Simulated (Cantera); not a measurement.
A jet of CH4 : O2 : N2 = 0.014 : 0.09 : 0.79 (molar parts), equivalence ratio 0.31 at 300 K and 150 Torr hits a platinum plate 3.2 cm away at a mass flux of 0.15 kg/m²/s; the plate temperature is set and raised in steps from an oxygen-covered start.

Detailed kinetics in Cantera: Deutschmann's 1995 Pt surface mechanism with GRI-Mech 3.0 gas chemistry. Catalytic surfaces can have several steady states; this one follows from the mechanism file's or the stated starting coverage.

One state of this run: wall x CH4 = 0.00253; wall x O2 = 0.0730; wall x H2O = 0.0241; wall x OH = 2.70e-6; wall x CO = 4.73e-6; wall x CO2 = 0.0159; θ free Pt = 0.557; θ O* = 0.442; θ OH* = 0.000862. x: mole fraction at the wall; θ: surface coverage.

Q: Which value of plate T (K) does it belong to?
A) 1200
B) 1100
C) 950
D) 1000

A: A, 1200
